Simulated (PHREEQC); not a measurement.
Make-up at 60 °C: 0.037 mol/kgw ZnCl2 and 0.046 mol/kgw HCl. Closed to the air; pH follows from the charge balance.

Computed with PHREEQC (ion-association model, phreeqc.dat).

```json
[
 {"quantity": "pH", "before": "1.43", "after": "2.39"},
 {"quantity": "ionic strength (mol/kgw)", "before": "0.135", "after": "0.0152"},
 {"quantity": "Cl- (mol/kgw)", "before": "0.109", "after": "0.0117"}
]
```

Task: Name the change that produced these shifts.
A) diluted 5-fold with water
B) ZnCl2 from 0.037 to 0.0037 mol/kgw
C) ZnCl2 left out
D) diluted 10-fold with water
E) ZnCl2 from 0.037 to 0.185 mol/kgw

Result: D, diluted 10-fold with water

No solid was allowed to form. At this temperature some constants are extrapolated from 25 °C, and those without enthalpy data are left unchanged.
